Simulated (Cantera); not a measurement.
Input: 1 mol Si2Cl6, 0.45 mol HCl, 120 mol N2, 0.65 mol Cl2, held at 1000 Pa.

Method: chemical equilibrium by Gibbs-energy minimisation in Cantera with the NASA 1993 tables (ideal gas, pure condensed phases). Candidate condensed phases: NH4Cl, Si, Si3N4; 28 gas species. The feed counts by its element totals alone. N2 is the only nitrogen source here; it is nearly inert below about 1500 K, so the nitride shown seldom forms there in practice. Kinetics and transport are ignored.

Problem. Which condensed phases are stable at each of these points (T (K)): 1025, 1100, 1175, 1250, 1325, 1400, 1475?

Solution. 
| T (K) | condensed phases | Si condensed (%) |
|---|---|---|
| 1025 | Si3N4(s) | 8.6 |
| 1100 | Si3N4(s) | 8.4 |
| 1175 | Si3N4(s) | 7.4 |
| 1250 | Si3N4(s) | 3.8 |
| 1325 | gas only | 0.0 |
| 1400 | gas only | 0.0 |
| 1475 | gas only | 0.0 |

From 1025 K to 1250 K the condensed part is Si3N4(s). From 1325 K to 1475 K nothing is condensed.
